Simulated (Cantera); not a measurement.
Charge: 1 mol SiF₄, 0.23 mol NO, 0.28 mol H₂, 0.47 mol N₂O, held at 1998 K and 26000 Pa.

These are equilibrium values from Cantera (NASA tables, ideal gas, pure condensed phases), not measurements of a reactor. Candidate condensed phases: H₂O, Si, SiO₂, Si₂N₂O, Si₃N₄; 58 gas species. The tables' values for SiF₃ are old estimates; treat these amounts as uncertain. The tables hold silica as quartz up to 1696 K and as liquid above; real silica turns to tridymite and cristobalite and melts near 1996 K. Kinetics and transport are ignored.

Base state: SiF₄ 0.390, N₂ 0.263, HF 0.245, O₂ 0.0932, H₂O 0.00374, NO 0.00293, OH 0.000448, O 0.000395 (mole fractions); condensed: SiO₂(l).

Problem. What changes in the equilibrium state with this change: 0.17 mol HF added?

Solution. 
| species | before | after |
|---|---|---|
| SiF₄ | 0.390 | 0.364 |
| HF | 0.245 | 0.295 |
| N₂ | 0.263 | 0.244 |
| O₂ | 0.0932 | 0.0866 |
| H₂ | 6.82e-6 | 1.06e-5 |
| H₂O | 0.00374 | 0.00560 |
| H | 8.22e-6 | 1.02e-5 |
| SiO₂(l), mol | 0.135 | 0.133 |

Problem. What changes in the equilibrium state with this change: pressure from 26000 Pa to 1330 Pa?

Solution. 
| species | before | after |
|---|---|---|
| SiF₄ | 0.390 | 0.387 |
| N₂ | 0.263 | 0.262 |
| HF | 0.245 | 0.250 |
| H₂O | 0.00374 | 0.000885 |
| O₂ | 0.0932 | 0.0925 |
| SiO | 4.90e-7 | 4.24e-5 |
| SiO₂ | 9.49e-7 | 1.85e-5 |
| H | 8.22e-6 | 3.72e-5 |
| SiO₂(l), mol | 0.135 | 0.138 |
The tables' values for SiF₃, SiO₂ are old estimates; treat these amounts as uncertain.

Problem. What changes in the equilibrium state with this change: 0.047 mol HCl added?

Solution. 
```json
[
 {"species": "SiF₄", "before": "0.390", "after": "0.378"},
 {"species": "N₂", "before": "0.263", "after": "0.256"},
 {"species": "HF", "before": "0.245", "after": "0.248"},
 {"species": "HCl", "before": "0", "after": "0.0110"},
 {"species": "Cl", "before": "0", "after": "0.00957"},
 {"species": "O₂", "before": "0.0932", "after": "0.0885"},
 {"species": "Cl₂", "before": "0", "after": "4.44e-5"},
 {"species": "ClO", "before": "0", "after": "2.19e-5"},
 {"species": "H₂O", "before": "0.00374", "after": "0.00389"},
 {"species": "NO", "before": "0.00293", "after": "0.00282"},
 {"species": "O", "before": "0.000395", "after": "0.000384"},
 {"species": "SiO₂(l), mol", "before": "0.135", "after": "0.141"}
]
```
Further candidate phases: NH₄Cl.
